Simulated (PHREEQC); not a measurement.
0.052 g of hydrous ferric oxide (600 m²/g; 0.2 weak and 0.005 strong sites per Fe, Dzombak-Morel constants, diffuse double layer) in 1 kg of water with 0.1 mol/kgw of an inert sodium salt, at 25 °C; the pH is set by adding NaOH or the inert anion's acid. Oxygen is held at 0.21 atm. The system is closed to CO2. No solid was allowed to form.

Base run: PHREEQC, ion-association model, wateq4f.dat. Each further column changes one thing. The table gives surface potential ψ (mV).

```json
[
 {"pH": "4", "base": "147", "background salt from 0.1 to 0.01 mol/kgw": "185", "oxide from 0.052 to 0.26 g/kgw": "147", "0.00058 mol/kgw ZnCl2 added": "146"},
 {"pH": "4.67", "base": "135", "background salt from 0.1 to 0.01 mol/kgw": "164", "oxide from 0.052 to 0.26 g/kgw": "135", "0.00058 mol/kgw ZnCl2 added": "134"},
 {"pH": "5.33", "base": "116", "background salt from 0.1 to 0.01 mol/kgw": "139", "oxide from 0.052 to 0.26 g/kgw": "116", "0.00058 mol/kgw ZnCl2 added": "117"},
 {"pH": "6.67", "base": "67", "background salt from 0.1 to 0.01 mol/kgw": "78", "oxide from 0.052 to 0.26 g/kgw": "67", "0.00058 mol/kgw ZnCl2 added": "85"},
 {"pH": "7.33", "base": "37", "background salt from 0.1 to 0.01 mol/kgw": "43", "oxide from 0.052 to 0.26 g/kgw": "37", "0.00058 mol/kgw ZnCl2 added": "87"},
 {"pH": "8", "base": "5", "background salt from 0.1 to 0.01 mol/kgw": "6", "oxide from 0.052 to 0.26 g/kgw": "5", "0.00058 mol/kgw ZnCl2 added": "88"},
 {"pH": "8.67", "base": "-27", "background salt from 0.1 to 0.01 mol/kgw": "-31", "oxide from 0.052 to 0.26 g/kgw": "-27", "0.00058 mol/kgw ZnCl2 added": "80"},
 {"pH": "9.33", "base": "-57", "background salt from 0.1 to 0.01 mol/kgw": "-66", "oxide from 0.052 to 0.26 g/kgw": "-57", "0.00058 mol/kgw ZnCl2 added": "52"},
 {"pH": "10.67", "base": "-109", "background salt from 0.1 to 0.01 mol/kgw": "-130", "oxide from 0.052 to 0.26 g/kgw": "-109", "0.00058 mol/kgw ZnCl2 added": "-23"},
 {"pH": "11.33", "base": "-129", "background salt from 0.1 to 0.01 mol/kgw": "-154", "oxide from 0.052 to 0.26 g/kgw": "-129", "0.00058 mol/kgw ZnCl2 added": "-65"},
 {"pH": "12", "base": "-141", "background salt from 0.1 to 0.01 mol/kgw": "-168", "oxide from 0.052 to 0.26 g/kgw": "-141", "0.00058 mol/kgw ZnCl2 added": "-110"}
]
```

 In at least one series the solution becomes supersaturated in solids that the run did not let form, among them Zn(OH)2-e, Zn5(OH)8Cl2.
